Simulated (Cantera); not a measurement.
Adiabatic ignition

An adiabatic, constant-pressure homogeneous reactor starts with H₂ : O₂ : N₂ : H₂O = 0.77 : 0.25 : 0.94 : 0.56 (molar parts), equivalence ratio 1.5, at 1000 K and 7500 Torr.

Computed with Cantera and the H2/O2 subset of GRI-Mech 3.0, which has no nitrogen chemistry. The hydrogen kinetics of GRI-Mech 3.0 are dated; newer H2 mechanisms differ, most at raised pressure.

```csv
t (s),T (K),x H₂,x O₂,x H₂O,x H,x H₂O₂,x OH,x O
1.00e-6,1000,0.306,0.0992,0.222,9.19e-12,<1e-12,<1e-12,<1e-12
3.76e-6,1000,0.306,0.0992,0.222,9.32e-12,7.56e-12,<1e-12,<1e-12
1.41e-5,1000,0.306,0.0992,0.222,9.80e-12,1.06e-10,<1e-12,<1e-12
5.32e-5,1000,0.306,0.0992,0.222,1.17e-11,1.49e-9,<1e-12,<1e-12
0.000200,1000,0.306,0.0992,0.222,2.06e-11,2.04e-8,1.54e-12,1.54e-12
0.000752,1000,0.306,0.0992,0.222,9.04e-11,3.07e-7,1.72e-11,6.77e-12
0.00283,1000,0.306,0.0992,0.222,2.75e-9,1.74e-5,9.21e-10,2.06e-10
0.0106,2318,0.119,8.28e-6,0.466,0.00117,1.96e-8,0.000756,5.05e-6
0.0400,2318,0.119,8.28e-6,0.466,0.00117,1.96e-8,0.000756,5.05e-6
0.150,2318,0.119,8.28e-6,0.466,0.00117,1.96e-8,0.000756,5.05e-6
0.566,2318,0.119,8.28e-6,0.466,0.00117,1.96e-8,0.000756,5.05e-6
2.13,2318,0.119,8.28e-6,0.466,0.00117,1.96e-8,0.000756,5.05e-6
8.00,2318,0.119,8.28e-6,0.466,0.00117,1.96e-8,0.000756,5.05e-6
```
x: mole fraction; the columns are a selection and need not sum to one.

| Quantity | Value |
|---|---|
| time of steepest temperature rise | 9.41 ms |
| temperature at 8.00 s | 2318 K |
| equilibrium temperature | 2318 K |
| x(H₂) at 8.00 s | 0.119 (gas-phase equilibrium 0.119) |
| x(O₂) at 8.00 s | 8.28e-6 (gas-phase equilibrium 8.28e-6) |
| x(H₂O) at 8.00 s | 0.466 (gas-phase equilibrium 0.466) |
